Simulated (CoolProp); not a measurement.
Vapour-liquid equilibrium of isopentane (1) + toluene (2) at 337.4 K; x and y are mole fractions of (1).

Model: multi-fluid Helmholtz-energy mixture model, Lemmon 2006 and Lemmon 2006; pair parameters Bell 2016, in CoolProp.

### Question
Give the bubble pressure and the first vapour's composition at x = 0.2, 0.8, 0.95. Is there an azeotrope?

### Answer
x = 0.2: 0.09587 MPa, y = 0.809; x = 0.8: 0.2563 MPa, y = 0.972; x = 0.95: 0.2927 MPa, y = 0.992. No azeotrope shows between x = 0.05 and 0.95.

Pair parameters are fitted to limited data, so mixtures are less certain than the pure fluids.
